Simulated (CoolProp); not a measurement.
Vapour pressure (kPa) of CH3F (R41): the reference equation beside estimates from Tc = 317.3 K, pc = 5906 kPa, ω = 0.200. Clausius-Clapeyron is anchored at 201.1 K with a constant enthalpy of vaporisation of 16.29 kJ/mol.

Values from CoolProp's reference Helmholtz-energy equation of state, Lemmon 2006. It is a short technical equation, of lower accuracy than the large ones.

| T (K) | reference | Lee-Kesler | Clausius-Clapeyron | Peng-Robinson |
|---|---|---|---|---|
| 187.4 | 66.22 | 62.43 | 69.49 | 64.46 |
| 201.1 | 141.7 | 137.6 | 141.7 | 139.4 |
| 214.9 | 273.7 | 271.4 | 264.9 | 271.6 |
| 228.7 | 485.0 | 487.8 | 459.3 | 484.8 |
| 242.5 | 802.2 | 813.1 | 747.9 | 806.7 |
| 256.3 | 1255 | 1276 | 1156 | 1268 |
| 270.1 | 1876 | 1906 | 1708 | 1902 |
| 283.8 | 2698 | 2733 | 2424 | 2739 |
| 297.6 | 3777 | 3813 | 3339 | 3830 |
| 311.4 | 5177 | 5201 | 4470 | 5215 |

Absolute difference from the reference over all 10 rows, mean and median: Lee-Kesler 1.7 and 1.3 %, Clausius-Clapeyron 7.2 and 7.3 %, Peng-Robinson 1.2 and 1.2 %.
